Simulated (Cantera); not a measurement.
An isothermal, constant-pressure homogeneous reactor starts with NO : N2 = 1 : 17 (molar parts), at 1748 K and 24.8 Torr. Integrator tolerance rtol = 1e-08.

Detailed kinetics in Cantera: GRI-Mech 3.0 (53 species, 325 reactions). Radical loss at walls, strong at low pressure, is not modelled.

Problem. What does this change do: 0.76 parts H2O added?

Solution. 
| quantity | before | after |
|---|---|---|
| x(NO) at 30.0 s | 0.0542 (gas-phase equilibrium 0.00139) | 0.0506 (gas-phase equilibrium 0.00133) |
| x(NO2) at 30.0 s | 2.01e-6 (gas-phase equilibrium 2.53e-7) | 2.07e-6 (gas-phase equilibrium 2.37e-7) |
| x(N2) at 30.0 s | 0.945 (gas-phase equilibrium 0.971) | 0.907 (gas-phase equilibrium 0.932) |
| x(N2O) at 30.0 s | 1.13e-6 (gas-phase equilibrium 1.62e-8) | 6.26e-7 (gas-phase equilibrium 1.52e-8) |
| x(O) at 30.0 s | 1.53e-5 (gas-phase equilibrium 6.68e-5) | 1.57e-5 (gas-phase equilibrium 6.53e-5) |

Problem. What does this change do: temperature 1748 to 1823 K?

Solution. 
```csv
quantity,before,after
x(NO) at 30.0 s,0.0542 (gas-phase equilibrium 0.00139),0.0518 (gas-phase equilibrium 0.00179)
x(NO2) at 30.0 s,2.01e-6 (gas-phase equilibrium 2.53e-7),2.34e-6 (gas-phase equilibrium 2.77e-7)
x(N2) at 30.0 s,0.945 (gas-phase equilibrium 0.971),0.946 (gas-phase equilibrium 0.971)
x(N2O) at 30.0 s,1.13e-6 (gas-phase equilibrium 1.62e-8),1.07e-6 (gas-phase equilibrium 2.07e-8)
x(O) at 30.0 s,1.53e-5 (gas-phase equilibrium 6.68e-5),4.34e-5 (gas-phase equilibrium 0.000137)
```

Problem. What does this change do: pressure from 24.8 Torr to 750 Torr?

Solution. 
```tsv
quantity	before	after
x(NO) at 30.0 s	0.0542 (gas-phase equilibrium 0.00139)	0.0337 (gas-phase equilibrium 0.00139)
x(NO2) at 30.0 s	2.01e-6 (gas-phase equilibrium 2.53e-7)	2.18e-5 (gas-phase equilibrium 1.40e-6)
x(N2) at 30.0 s	0.945 (gas-phase equilibrium 0.971)	0.955 (gas-phase equilibrium 0.972)
x(N2O) at 30.0 s	1.13e-6 (gas-phase equilibrium 1.62e-8)	5.18e-7 (gas-phase equilibrium 8.93e-8)
x(O) at 30.0 s	1.53e-5 (gas-phase equilibrium 6.68e-5)	7.85e-6 (gas-phase equilibrium 1.21e-5)
```
